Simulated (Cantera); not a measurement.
Mixture: 15.4 % CO, 3.69 % H₂, 17.1 % O₂, 63.9 % N₂, equivalence ratio 0.56, at 22.7 atm, adiabatic and at constant pressure. Ignition delay is the time to a rise of 400 K.

Computed with Cantera and GRI-Mech 3.0 (53 species, 325 reactions). The hydrogen kinetics of GRI-Mech 3.0 are dated; newer H2 mechanisms differ, most at raised pressure. The pressure lies above the range GRI-Mech 3.0 was tuned for (to about 10 atm). Where the delays flatten at high temperature, the 400 K rule measures the pace of heat release, not the induction time.

Predict: delay at 1300 K; delay at 1400 K; delay at 1500 K; delay at 1600 K; delay at 1700 K; delay at 1800 K; delay at 1900 K.


- delay at 1300 K = 15.8 µs
- delay at 1400 K = 4.55 µs
- delay at 1500 K = 2.37 µs
- delay at 1600 K = 1.63 µs
- delay at 1700 K = 1.29 µs
- delay at 1800 K = 1.11 µs
- delay at 1900 K = 0.998 µs
